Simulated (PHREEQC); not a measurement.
Dissolve 11 mmol/kgw KH2PO4 and 0.26 mmol/kgw K2HPO4 at 25 °C. It is in equilibrium with CO2 at log p = 0 (atm). Otherwise closed; pH follows from the charge balance.

All values are PHREEQC results (ion-association model, wateq4f.dat), not measurements.

```
quantity                    before     after
------------------------  --------  --------
pH                            4.33      4.11
ionic strength (mol/kgw)    0.0116    0.0112
HCO3- (mol/kgw)           0.000360  0.000214
H3PO4 (mol/kgw)            6.90e-5  0.000113
HPO4-2 (mol/kgw)           2.05e-5   1.18e-5
KHPO4- (mol/kgw)           2.98e-7   1.66e-7
```

**Question.** Name the change that produced these shifts.
A. KH2PO4 left out
B. K2HPO4 from 0.00026 to 2.6e-05 mol/kgw
C. KH2PO4 replaced by Na3PO4 at the same molality
D. K2HPO4 from 0.00026 to 0.000234 mol/kgw
E. KH2PO4 from 0.011 to 0.0165 mol/kgw

**Answer.** B, K2HPO4 from 0.00026 to 2.6e-05 mol/kgw

No solid was allowed to form. H3PO4, which wateq4f.dat lacks, is added to it with the constant of phreeqc.dat.
